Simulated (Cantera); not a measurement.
**Adiabatic ignition**

An adiabatic, constant-volume homogeneous reactor starts with H2 : O2 : N2 = 1 : 0.417 : 3.5 (molar parts), at 1675 K and 5.00 bar.

Computed with Cantera and the H2/O2 subset of GRI-Mech 3.0, which has no nitrogen chemistry. The hydrogen kinetics of GRI-Mech 3.0 are dated; newer H2 mechanisms differ, most at raised pressure.

| t (s) | T (K) | P (bar) | x H2 | x O2 | x OH | x H | x H2O2 | x H2O | x HO2 |
|---|---|---|---|---|---|---|---|---|---|
| 1.00e-6 | 1675 | 5.00 | 0.203 | 0.0848 | 8.05e-6 | 6.09e-5 | 1.61e-7 | 6.89e-5 | 7.06e-6 |
| 2.59e-6 | 1810 | 5.37 | 0.110 | 0.0442 | 0.00781 | 0.0482 | 1.63e-6 | 0.0669 | 6.85e-5 |
| 6.69e-6 | 2582 | 7.30 | 0.0505 | 0.00694 | 0.0169 | 0.0265 | 4.89e-7 | 0.142 | 8.67e-6 |
| 1.73e-5 | 2863 | 7.95 | 0.0444 | 0.00288 | 0.0122 | 0.0112 | 3.70e-7 | 0.162 | 3.39e-6 |
| 4.48e-5 | 2913 | 8.07 | 0.0429 | 0.00211 | 0.0107 | 0.00887 | 3.30e-7 | 0.167 | 2.49e-6 |
| 0.000116 | 2914 | 8.07 | 0.0429 | 0.00210 | 0.0106 | 0.00883 | 3.29e-7 | 0.167 | 2.48e-6 |
| 0.000299 | 2914 | 8.07 | 0.0429 | 0.00210 | 0.0106 | 0.00883 | 3.29e-7 | 0.167 | 2.48e-6 |
| 0.000775 | 2914 | 8.07 | 0.0429 | 0.00210 | 0.0106 | 0.00883 | 3.29e-7 | 0.167 | 2.48e-6 |
| 0.00200 | 2914 | 8.07 | 0.0429 | 0.00210 | 0.0106 | 0.00883 | 3.29e-7 | 0.167 | 2.48e-6 |
| 0.00518 | 2914 | 8.07 | 0.0429 | 0.00210 | 0.0106 | 0.00883 | 3.29e-7 | 0.167 | 2.48e-6 |
| 0.0134 | 2914 | 8.07 | 0.0429 | 0.00210 | 0.0106 | 0.00883 | 3.29e-7 | 0.167 | 2.48e-6 |
| 0.0347 | 2914 | 8.07 | 0.0429 | 0.00210 | 0.0106 | 0.00883 | 3.29e-7 | 0.167 | 2.48e-6 |
| 0.0897 | 2914 | 8.07 | 0.0429 | 0.00210 | 0.0106 | 0.00883 | 3.29e-7 | 0.167 | 2.48e-6 |
| 0.232 | 2914 | 8.07 | 0.0429 | 0.00210 | 0.0106 | 0.00883 | 3.29e-7 | 0.167 | 2.48e-6 |
| 0.600 | 2914 | 8.07 | 0.0429 | 0.00210 | 0.0106 | 0.00883 | 3.29e-7 | 0.167 | 2.48e-6 |
x: mole fraction; the columns are a selection and need not sum to one.

- time of steepest temperature rise = 2.71 µs
- temperature at 0.600 s = 2914 K
- equilibrium temperature = 2914 K
- x(H2) at 0.600 s = 0.0429 (gas-phase equilibrium 0.0429)
- x(O2) at 0.600 s = 0.00210 (gas-phase equilibrium 0.00210)
- x(OH) at 0.600 s = 0.0106 (gas-phase equilibrium 0.0106)
